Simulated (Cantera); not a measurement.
A closed system holds: 1 mol Al, 330 mol NH3, 150 mol H2, 4.8 mol HCl, held at 360 Torr.

These are equilibrium values from Cantera (NASA tables, ideal gas, pure condensed phases), not measurements of a reactor. Candidate condensed phases: Al, AlCl3, AlN, NH4Cl; 20 gas species. The tables' values for AlCl2 are old estimates; treat these amounts as uncertain. Kinetics and transport are ignored. All values below are at 1725 K.

Base state: H2 0.792, N2 0.202, HCl 0.00511, AlCl 0.000669, H 0.000239, AlCl2 3.99e-5 (mole fractions); condensed: AlN(s).

**Question.** What changes in the equilibrium state with this change: HCl from 4.8 to 8.5 mol?

**Answer.** 
| species | before | after |
|---|---|---|
| H2 | 0.792 | 0.788 |
| N2 | 0.202 | 0.201 |
| HCl | 0.00511 | 0.00896 |
| AlCl | 0.000669 | 0.00107 |
| AlCl3 | 8.91e-6 | 4.37e-5 |
| AlCl2 | 3.99e-5 | 0.000111 |
| H | 0.000239 | 0.000238 |
| AlN(s), mol | 0.415 | 0 |
